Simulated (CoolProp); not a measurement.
Saturation properties of the fluoroketone C6F12O (FK-5-1-12) (Tc = 441.8 K, pc = 1.869 MPa, ω = 0.471).

The numbers come from the reference Helmholtz-energy equation of state, McLinden 2015 in CoolProp.

```json
[
 {"T (K)": "268.1", "p (MPa)": "0.009497", "vapour density (kg/m³)": "1.362", "liquid cp (kJ/(kg K))": "1.090"},
 {"T (K)": "271.4", "p (MPa)": "0.01136", "vapour density (kg/m³)": "1.612", "liquid cp (kJ/(kg K))": "1.091"},
 {"T (K)": "274.6", "p (MPa)": "?", "vapour density (kg/m³)": "1.889", "liquid cp (kJ/(kg K))": "1.092"},
 {"T (K)": "277.8", "p (MPa)": "0.01583", "vapour density (kg/m³)": "2.203", "liquid cp (kJ/(kg K))": "1.093"},
 {"T (K)": "281.1", "p (MPa)": "0.01865", "vapour density (kg/m³)": "2.570", "liquid cp (kJ/(kg K))": "?"},
 {"T (K)": "284.3", "p (MPa)": "0.02175", "vapour density (kg/m³)": "2.972", "liquid cp (kJ/(kg K))": "1.095"},
 {"T (K)": "287.5", "p (MPa)": "0.02527", "vapour density (kg/m³)": "3.422", "liquid cp (kJ/(kg K))": "1.096"},
 {"T (K)": "290.7", "p (MPa)": "0.02923", "vapour density (kg/m³)": "3.926", "liquid cp (kJ/(kg K))": "1.098"},
 {"T (K)": "294", "p (MPa)": "0.03382", "vapour density (kg/m³)": "4.506", "liquid cp (kJ/(kg K))": "1.100"},
 {"T (K)": "297.2", "p (MPa)": "0.03881", "vapour density (kg/m³)": "5.131", "liquid cp (kJ/(kg K))": "1.102"},
 {"T (K)": "300.4", "p (MPa)": "0.04438", "vapour density (kg/m³)": "?", "liquid cp (kJ/(kg K))": "1.104"},
 {"T (K)": "303.7", "p (MPa)": "?", "vapour density (kg/m³)": "6.615", "liquid cp (kJ/(kg K))": "?"}
]
```

### Question
Complete the blanks.

### Answer

- 274.6, p (MPa): 0.01344
- 281.1, liquid cp (kJ/(kg K)): 1.094
- 300.4, vapour density (kg/m³): 5.824
- 303.7, p (MPa): 0.05077
- 303.7, liquid cp (kJ/(kg K)): 1.106

It boils at 322.2 K under 1 atm.
